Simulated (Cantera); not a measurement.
Cantera run:

```python
import numpy as np
import cantera as ct

gas_names = """
    S2 Mg
""".split()
cond_names = """
    MgS(s) Mg(cr) Mg(L)
""".split()


def load(file, names, dense=False):
    # The tables refer to 1 bar. Condensed volumes are neglected.
    table = {s.name: s for s in ct.Species.list_from_file(file)}
    out = []
    for n in names:
        d = dict(table[n].input_data)
        d["thermo"] = dict(d["thermo"], **{"reference-pressure": 1e5})
        if dense:
            d["equation-of-state"] = {"model": "constant-volume", "density": "1e6 g/cm^3"}
        out.append(ct.Species.from_dict(d))
    return out


species = {s.name: s for s in load("nasa_gas.yaml", gas_names) + load("nasa_condensed.yaml", cond_names)}
# Each term lists the table entries of one substance; the one whose range holds T is used.
reactions = {
    '2 MgS = S2(g) + 2 Mg(g)':
        [(-2, ['MgS(s)']), (1, ['S2']), (2, ['Mg'])],
    'S2(g) + 2 Mg = 2 MgS':
        [(-1, ['S2']), (-2, ['Mg(cr)', 'Mg(L)']), (2, ['MgS(s)'])],
}


def pick(names, T):
    return next(species[n] for n in names if species[n].thermo.min_temp <= T <= species[n].thermo.max_temp)


results = []
for label, terms in reactions.items():
    print(label)
    print("     T/K   dH/kJ  dS/(J/K)   dG/kJ   log10 K")
    for T in [498, 698, 898, 1098, 1298]:
        used = [(nu, pick(names, T)) for nu, names in terms]
        dH = sum(nu * s.thermo.h(T) for nu, s in used) / 1e6
        dS = sum(nu * s.thermo.s(T) for nu, s in used) / 1e3
        dG = dH - T * dS / 1e3
        logK = -dG * 1e6 / (ct.gas_constant * T * np.log(10))
        results.append((label, T, dH, dS, dG, logK, [s.name for _, s in used]))
        print(f"{T:8g} {dH:8.1f} {dS:8.1f} {dG:8.1f} {logK:8.2f}")
```

It prints:

```
2 MgS = S2(g) + 2 Mg(g)
     T/K   dH/kJ  dS/(J/K)   dG/kJ   log10 K
     498   1110.2    415.0    903.5   -94.76
     698   1105.7    407.5    821.3   -61.46
     898   1100.9    401.4    740.4   -43.07
    1098   1095.9    396.4    660.6   -31.43
    1298   1090.7    392.1    581.8   -23.41
S2(g) + 2 Mg = 2 MgS
     T/K   dH/kJ  dS/(J/K)   dG/kJ   log10 K
     498   -818.1   -188.2   -724.4    75.98
     698   -816.6   -185.6   -687.0    51.41
     898   -815.7   -184.5   -650.0    37.81
    1098   -832.8   -203.0   -609.9    29.02
    1298   -833.0   -203.1   -569.3    22.91
```

Source: NASA polynomial tables (part measured, part estimated), evaluated in Cantera. Condensed species are held in their standard states even where they would react or evaporate.
